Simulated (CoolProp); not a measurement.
C3F8 (R218) along the isotherm 166.85 °C: density (kg/m³) from the reference equation and from simpler models built on Tc = 71.9 °C, pc = 26.40 bar, ω = 0.317; each cubic takes its own stable root.

The numbers come from the reference Helmholtz-energy equation of state, Lemmon 2006 in CoolProp. It is a short technical equation, of lower accuracy than the large ones.

```csv
p (bar),phase,reference
3.3,gas,17.25
6.6,gas,35.11
9.9,gas,53.62
13.2,gas,72.83
16.5,gas,92.80
19.8,gas,113.6
23.1,gas,135.2
26.4,gas,157.7
29.7,supercritical,181.2
33,supercritical,205.7
36.3,supercritical,231.0
39.6,supercritical,257.3
```

**Question.** How far does each simpler model (ideal gas, van der Waals, Redlich-Kwong, Soave-Redlich-Kwong, Peng-Robinson) lie from the reference over these 12 states: mean and median of the absolute difference, and the worst?

**Answer.** 
- ideal gas: mean 11.3 %, median 11.3 %, worst -20.9 % at 166.85 °C and 39.6 bar
- van der Waals: mean 4.3 %, median 3.6 %, worst +10.7 % at 166.85 °C and 39.6 bar
- Redlich-Kwong: mean 3.0 %, median 2.9 %, worst +5.9 % at 166.85 °C and 39.6 bar
- Soave-Redlich-Kwong: mean 1.0 %, median 0.7 %, worst -2.7 % at 166.85 °C and 39.6 bar
- Peng-Robinson: mean 1.3 %, median 1.4 %, worst +1.8 % at 166.85 °C and 26.4 bar
